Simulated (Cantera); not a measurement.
A Cantera script and what it prints.

```python
import numpy as np
import cantera as ct

gas_names = """
    B BCL BCL2 BCL3 BH BH2 BH3 BO BOCL BO2 B2 B2O B2O2 B2O3 B3O3CL3 B3O3H3 CL CLO CL2 H HBO HBO2 HCL
    HOCL HO2 H2 H2O H2O2 H3B3O6 O OH O2 O3
""".split()
cond_names = """
    B(b) B(L) B2O3(L) B3O3H3(cr) H2O(s) H2O(L)
""".split()


def load(file, names, dense=False):
    # The tables refer to 1 bar. Condensed volumes are neglected.
    table = {s.name: s for s in ct.Species.list_from_file(file)}
    out = []
    for n in names:
        d = dict(table[n].input_data)
        d["thermo"] = dict(d["thermo"], **{"reference-pressure": 1e5})
        if dense:
            d["equation-of-state"] = {"model": "constant-volume", "density": "1e6 g/cm^3"}
        out.append(ct.Species.from_dict(d))
    return out


gas = ct.Solution(thermo="ideal-gas", species=load("nasa_gas.yaml", gas_names))
cond = {s.name: ct.Solution(thermo="fixed-stoichiometry", species=[s], name=s.name)
        for s in load("nasa_condensed.yaml", cond_names, dense=True)}
atoms = {
    'BCl3': {'B': 1, 'CL': 3},
    'H2O': {'H': 2, 'O': 1},
}
top_T = {}  # K; cautious upper limits of use, not melting points


def equilibrate(T, P, feed):
    n = {}
    for name, mol in feed.items():
        for a, k in atoms[name].items():
            n[a] = n.get(a, 0.0) + k * mol
    gas.TPX = T, P, n
    mass = sum(n.values()) * gas.mean_molecular_weight
    gas.equilibrate("TP")
    valid = [c for c in cond.values() if c.min_temp <= T <= top_T.get(c.name, c.max_temp)]
    mix = ct.Mixture([(gas, mass / gas.mean_molecular_weight)] + [(c, 0.0) for c in valid])
    mix.T, mix.P = T, P
    mix.equilibrate("TP", solver="vcs", rtol=1e-11, max_steps=5000)
    return mix


results = []
feed = {'BCl3': 1, 'H2O': 14}  # mol
P = 1000  # Pa
for T in [1425, 1475, 1525, 1575, 1625, 1675, 1725, 1775, 1825, 1875, 1925, 1975]:
    mix = equilibrate(T, P, feed)
    results.append((T, P, feed, dict(zip(mix.species_names, mix.species_moles))))

top = {s: max(r[3][s] / sum(r[3][g] for g in gas_names) for r in results) for s in gas_names}
cols = sorted((s for s in top if top[s] > 1e-06), key=lambda s: -top[s])[:7]
seen = [c for c in cond_names if any(r[3].get(c, 0) > 1e-12 for r in results)]
print("log10 of partial pressures in bar; condensed amounts in mol")
print(f"{'T/K':>10s}" + "".join(f"{s[:9]:>10s}" for s in cols + seen))
for T, P, feed, n in results:
    ng = sum(n[g] for g in gas_names)
    print(f"{T:10.4g}" + "".join(f"{np.log10(max(n[s] / ng * P / 1e5, 1e-99)):10.3f}" for s in cols)
          + "".join(f"{n.get(c, 0):10.4g}" for c in seen))
```

Output:

```
log10 of partial pressures in bar; condensed amounts in mol
       T/K       H2O       HCL      HBO2        H2        CL        OH        O2
      1425    -2.125    -2.728    -3.208    -5.319    -5.322    -6.292    -5.975
      1475    -2.125    -2.729    -3.207    -5.119    -5.148    -6.034    -5.754
      1525    -2.126    -2.730    -3.208    -4.932    -4.986    -5.794    -5.548
      1575    -2.126    -2.731    -3.208    -4.756    -4.834    -5.569    -5.357
      1625    -2.127    -2.733    -3.209    -4.590    -4.693    -5.359    -5.178
      1675    -2.128    -2.735    -3.210    -4.434    -4.560    -5.161    -5.011
      1725    -2.129    -2.737    -3.211    -4.287    -4.436    -4.975    -4.854
      1775    -2.130    -2.741    -3.213    -4.148    -4.320    -4.800    -4.707
      1825    -2.132    -2.745    -3.215    -4.017    -4.210    -4.636    -4.569
      1875    -2.135    -2.750    -3.217    -3.893    -4.108    -4.480    -4.438
      1925    -2.139    -2.756    -3.220    -3.777    -4.011    -4.334    -4.316
      1975    -2.144    -2.764    -3.224    -3.667    -3.921    -4.195    -4.200
```

Equilibrium computed with Cantera from the NASA thermochemical tables; the gas is ideal and each condensed phase is pure. The tables' values for BOCl are old estimates; treat these amounts as uncertain. Gases not in the tables: H3BO3.
